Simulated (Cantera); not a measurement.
Cantera run, input and output.

```python
import numpy as np
import cantera as ct

gas = ct.Solution("gri30.yaml")


def delay(T, t_max=10):
    gas.TPX = T, 540000, {'C3H8': 1, 'O2': 5.62, 'N2': 21.1}
    reactor = ct.IdealGasReactor(gas, clone=False)
    net = ct.ReactorNet([reactor])
    net.rtol, net.atol = 1e-8, 1e-16
    while net.time < t_max:
        t_old, T_old = net.time, reactor.T
        net.step()
        if reactor.T > T + 400:  # ignition: a rise of 400 K
            return t_old + (T + 400 - T_old) / (reactor.T - T_old) * (net.time - t_old)
    return np.nan


taus = []
for T in [1100, 1175, 1250, 1325, 1400, 1475]:
    taus.append(delay(T))
    print(f"T0 = {T:6g} K   tau = {taus[-1]:.4e} s")
```

It prints:

```
T0 =   1100 K   tau = 1.7060e-02 s
T0 =   1175 K   tau = 3.8503e-03 s
T0 =   1250 K   tau = 9.3592e-04 s
T0 =   1325 K   tau = 2.6053e-04 s
T0 =   1400 K   tau = 8.5951e-05 s
T0 =   1475 K   tau = 3.3776e-05 s
```

Cantera simulation using GRI-Mech 3.0 (53 species, 325 reactions); the numbers are that mechanism's predictions, not measurements. GRI-Mech 3.0 was tuned for natural gas; its chemistry of propane as a main component is partial and can be far from experiment.
